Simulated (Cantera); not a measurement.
A Cantera script and its output.

```python
import numpy as np
import cantera as ct

gas = ct.Solution("gri30.yaml")


def delay(T, t_max=10):
    gas.TPX = T, 3300000, {'CH4': 1, 'O2': 1.82, 'N2': 6.84}
    reactor = ct.IdealGasConstPressureReactor(gas, clone=False)
    net = ct.ReactorNet([reactor])
    net.rtol, net.atol = 1e-8, 1e-16
    while net.time < t_max:
        t_old, T_old = net.time, reactor.T
        net.step()
        if reactor.T > T + 400:  # ignition: a rise of 400 K
            return t_old + (T + 400 - T_old) / (reactor.T - T_old) * (net.time - t_old)
    return np.nan


taus = []
for T in [1225, 1325, 1425, 1525, 1625, 1725]:
    taus.append(delay(T))
    print(f"T0 = {T:6g} K   tau = {taus[-1]:.4e} s")
```

It prints:

```
T0 =   1225 K   tau = 9.6201e-04 s
T0 =   1325 K   tau = 3.2726e-04 s
T0 =   1425 K   tau = 1.2491e-04 s
T0 =   1525 K   tau = 5.1704e-05 s
T0 =   1625 K   tau = 2.2816e-05 s
T0 =   1725 K   tau = 1.0678e-05 s
```

Computed with Cantera and GRI-Mech 3.0 (53 species, 325 reactions). The pressure lies above the range GRI-Mech 3.0 was tuned for (to about 10 atm).
